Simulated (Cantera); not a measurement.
A closed system holds: 1 mol SiH₂Cl₂, 0.07 mol C₂H₂, 1000 mol H₂, held at 2375 K and 75.0 Torr.

Equilibrium computed with Cantera from the NASA thermochemical tables; the gas is ideal and each condensed phase is pure. Candidate condensed phases: C, C₆H₆, C₇H₈, C₈H₁₈, Si, SiC; 109 gas species. Gases not in the tables: Si₂H₆ and higher silanes. Kinetics and transport are ignored.

Base state: H₂ 0.953, H 0.0435, HCl 0.00189, Si 0.000850, SiH 8.46e-5, C₂H₂ (acetylene) 6.35e-5, Cl 6.15e-5, SiH₂ 2.91e-5 (mole fractions); condensed: gas only.

What changes in the equilibrium state with this change: pressure from 75.0 Torr to 750 Torr?


```
species    before     after
-------  --------  --------
H₂          0.953     0.983
H          0.0435    0.0140
HCl       0.00189   0.00195
Si       0.000850  0.000569
CH₄       1.75e-6   1.67e-5
SiH₂      2.91e-5  0.000201
Cl        6.15e-5   1.98e-5
```

What changes in the equilibrium state with this change: temperature from 2375 K to 1398.15 K?


```tsv
species	before	after
H₂	0.953	0.998
HCl	0.00189	0.00197
H	0.0435	1.50e-5
Si	0.000850	7.82e-9
SiCl₂	2.93e-7	1.15e-5
C₂H₂ (acetylene)	6.35e-5	<1e-9
SiH	8.46e-5	1.24e-8
Cl	6.15e-5	2.44e-8
SiH₂	2.91e-5	3.66e-7
Si(s), mol	0	0.850
SiC(s), mol	0	0.138
```
Mutual solubility and eutectic melting of coexisting phases are not modelled.
